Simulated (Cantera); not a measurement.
A freely propagating, adiabatic, planar premixed flame of H2 : O2 : N2 = 1 : 0.505 : 1.9 (molar parts), unburnt at 625 K and 37000 Pa; mixture-averaged transport, grid criteria slope 0.08 and curve 0.16, no radiation.

Cantera simulation using the H2/O2 subset of GRI-Mech 3.0, which has no nitrogen chemistry; the numbers are that mechanism's predictions, not measurements. Burning velocities carry a grid error of a few per cent, more on coarse grids.

Task: What does this change do: N2 1.9 to 2.5 parts?

Result: 
```csv
quantity,before,after
laminar burning velocity,734 cm/s,584 cm/s
thermal thickness,1.76 mm,1.95 mm
peak x(HO2),0.000118,0.000100
peak x(O),0.0159,0.0116
peak x(OH),0.0197,0.0131
```

Task: What does this change do: H2 1 to 1.3 parts?

Result: 
```tsv
quantity	before	after
laminar burning velocity	734 cm/s	823 cm/s
thermal thickness	1.76 mm	1.72 mm
peak x(HO2)	0.000118	0.000111
peak x(O)	0.0159	0.0115
peak x(OH)	0.0197	0.0160
```
